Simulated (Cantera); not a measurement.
# Equilibrium for carbon deposition, reforming and gasification: n-butane + NH₃

Feed: 1 mol n-butane, 0.092 mol NH₃, held at 13.0 bar.

Cantera equilibrium calculation (NASA polynomials, part measured and part estimated; ideal gas, pure solids and liquids). Candidate condensed phases: C, C₆H₆, C₇H₈, C₈H₁₈; 92 gas species. The numbers say what is thermodynamically allowed, not how fast it happens.

From 900 K to 2900 K the condensed part is C(graphite). The main C-bearing gas is CH₄ at 900 K and C₂H₂ (acetylene) at 2900 K. The share of C in condensed phases is highest at 1900 K (98.9 %) and lowest at 900 K (51.4 %).

```tsv
T (K)	log p H₂	log p CH₄	log p C₂H₂ (acetylene)	log p H	log p N₂	log p HCN	n C(graphite)
900	0.70	0.89	-9.55	-9.58	-0.74	-6.08	2.05
1100	0.98	0.52	-6.89	-7.10	-0.85	-4.59	2.95
1300	1.07	0.04	-5.17	-5.42	-0.91	-3.60	3.60
1500	1.10	-0.40	-3.95	-4.21	-0.93	-2.89	3.84
1700	1.10	-0.75	-3.03	-3.28	-0.94	-2.36	3.93
1900	1.11	-1.04	-2.31	-2.55	-0.96	-1.94	3.95
2100	1.11	-1.27	-1.73	-1.95	-0.99	-1.61	3.95
2300	1.10	-1.46	-1.26	-1.46	-1.04	-1.35	3.92
2500	1.10	-1.62	-0.87	-1.05	-1.12	-1.16	3.85
2700	1.09	-1.77	-0.54	-0.70	-1.23	-1.02	3.71
2900	1.07	-1.91	-0.26	-0.40	-1.36	-0.92	3.47
```
log p: log10 of the partial pressure in bar; n: condensed amount in mol.
